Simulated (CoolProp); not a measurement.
Vapour-liquid equilibrium of m-xylene (1) + n-decane (2) at 1.53 bar; x and y are mole fractions of (1).

Model: multi-fluid Helmholtz-energy mixture model, Zhou 2012 and Lemmon 2006; pair parameters Bell 2016, in CoolProp.

**Question.** Give the bubble temperature and the first vapour's composition at x = 0.35, 0.5, 0.65. Is there an azeotrope?

**Answer.** x = 0.35: 174.9 °C, y = 0.543; x = 0.5: 169.5 °C, y = 0.689; x = 0.65: 164.7 °C, y = 0.805. No azeotrope shows between x = 0.05 and 0.95.

Pair parameters are fitted to limited data, so mixtures are less certain than the pure fluids.
